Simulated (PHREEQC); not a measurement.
## Acid mine or pickling water: speciation

Synthetic water in mmol/kgw, 25 °C, pH 2.57, pe 11.4:

```
constituent  mmol/kgw
-----------  --------
Na               16.8
K                1.47
Ca               2.32
Mg               6.04
Cl                 10
S(6)               12
Cu(2)         0.00845
Ni              0.206
Fe(3)          0.0157
```

Cl is adjusted to close the charge balance.
Valence states are taken as typed.

All values are PHREEQC results (ion-association model, wateq4f.dat), not measurements.

This is a speciation only: nothing precipitates in the calculation.

Problem. Predict the ionic strength.

Solution. ionic strength 0.0474 mol/kgw.

Problem. In which forms is S present?

Solution. SO4-2 67 %, MgSO4 15 %, HSO4- 9.9 %, CaSO4 5.0 %, NaSO4- 2.6 % of the S.

Saturation is exceeded, for instance for Hematite (slow to form), Goethite (slow to form); the values hold only as long as no solid forms.
